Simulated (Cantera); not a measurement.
An isothermal, constant-pressure homogeneous reactor starts with H₂ : O₂ : H₂O = 0.24 : 1 : 0.033 (molar parts), equivalence ratio 0.12, at 998 K and 0.0370 bar.

Model: GRI-Mech 3.0 (53 species, 325 reactions), integrated in Cantera. Radical loss at walls, strong at low pressure, is not modelled. The temperature is held fixed by assumption; the heat of reaction is taken as removed at once.

x: mole fraction; the columns are a selection and need not sum to one.

```csv
t (s),x H₂,x O₂,x H,x H₂O,x O
4.00e-6,0.189,0.786,1.47e-11,0.0259,<1e-12
1.32e-5,0.189,0.786,4.66e-11,0.0259,4.85e-12
4.35e-5,0.189,0.786,1.61e-10,0.0259,4.49e-11
0.000143,0.189,0.786,1.08e-9,0.0259,5.18e-10
0.000473,0.189,0.786,1.35e-7,0.0259,7.14e-8
0.00156,0.0626,0.733,0.0506,0.126,0.0205
0.00514,(withheld),0.762,(withheld),0.234,(withheld)
0.0169,0.000147,0.763,6.30e-6,0.236,9.85e-5
0.0558,1.58e-5,0.763,2.71e-7,0.237,1.19e-5
0.184,1.19e-6,0.763,1.54e-8,0.237,1.80e-6
0.607,9.22e-8,0.763,1.31e-9,0.237,3.59e-7
2.00,1.60e-8,0.763,1.59e-10,0.237,8.85e-8
```

Problem. Some entries are withheld; supply them.

Solution. 
- 0.00514, x H₂: 0.00132
- 0.00514, x H: 0.000349
- 0.00514, x O: 0.00133
